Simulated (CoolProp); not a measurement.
Properties of R113 along the isotherm 500 K (Tc = 487.2 K, pc = 3.392 MPa, ω = 0.253).

Model: reference Helmholtz-energy equation of state, Marx 1992, in CoolProp.

```
p (MPa)          phase       Z  cp (kJ/(kg K))  isothermal compressibility (1/MPa)  expansivity (1/kK)
-------  -------------  ------  --------------  ----------------------------------  ------------------
0.0536             gas  0.9951          0.8069                               18.75               2.033
0.0835             gas  0.9924          0.8078                               12.07               2.051
0.13               gas  0.9881          0.8091                               7.786               2.081
0.202              gas  0.9814          0.8112                               5.045               2.128
0.315              gas  0.9708          0.8147                               3.272               2.206
0.491              gas  0.9540          0.8206                               2.138               2.338
0.764              gas  0.9270          0.8310                               1.417               2.569
1.19               gas  0.8827          0.8513                              0.9625               3.019
1.85               gas  0.8067          0.8985                              0.6936               4.064
2.89               gas  0.6565           1.086                              0.6115               8.186
4.49     supercritical  0.2636           2.128                              0.2937               23.91
7        supercritical  0.3268           1.250                             0.03895               5.686
10.9     supercritical  0.4619           1.118                             0.01686               3.338
17       supercritical  0.6688           1.055                            0.009137               2.306
```

The peak of cp marks the crossing from liquid-like to gas-like fluid above the critical point.
